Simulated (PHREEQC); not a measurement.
Solution (20 °C): 190 mmol/kgw Al(NO3)3 and 9.4 mmol/kgw NaF. Closed to the air; pH follows from the charge balance.

All values are PHREEQC results (ion-association model, phreeqc.dat), not measurements.

pH: 3.22
ionic strength: 1.12 mol/kgw
activity of water: 0.987
density: 1.029 g/cm³

```tsv
species	molality	activity	log γ
NO3-	0.570	0.312	-0.262
Al+3	0.180	0.0122	-1.169
Na+	0.00940	0.00697	-0.130
AlF+2	0.00936	0.00168	-0.745
H+	0.000805	0.000597	-0.130
AlOH+2	0.000801	0.000144	-0.745
AlF2+	1.80e-5	1.17e-5	-0.186
Al(OH)2+	1.83e-6	1.19e-6	-0.186
F-	2.48e-8	1.42e-8	-0.242
```

Precipitation was switched off in this run. Ionic strength above about 0.7 mol/kgw puts this run outside the model's range. Complexes and solids missing from the database can't appear. Fluoro complexes past AlF4- and FeF3 are missing from the database.
